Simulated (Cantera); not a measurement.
Cantera with NASA thermochemical tables; ideal gases at 1 bar, condensed phases pure. Values are per mole of reaction as written; species without (g) are pure solids or liquids, kept so even where they would boil at 1 bar.

2 BCl3(g) + NF3(g) → BF3(g) + 6 Cl(g) + BN, with ΔH° = 278.9 kJ and ΔS° = 419.3 J/K at 300 K.

Problem. How far is the shortcut ΔG° ≈ ΔH°(300 K) − T·ΔS°(300 K) from the full temperature-dependent value at 2198, 2248, 2298, 2348, 2398, 2448, 2498 K?

Solution. 
```csv
T (K),shortcut (kJ),full (kJ),difference (kJ),difference in log10 K
2198,-642.7,-683.4,40.7,-0.97
2248,-663.6,-705.8,42.2,-0.98
2298,-684.6,-728.2,43.7,-0.99
2348,-705.5,-750.7,45.1,-1.00
2398,-726.5,-773.1,46.6,-1.02
2448,-747.5,-795.6,48.1,-1.03
2498,-768.4,-818.1,49.6,-1.04
```
The shortcut ignores the heat-capacity change of the reaction.
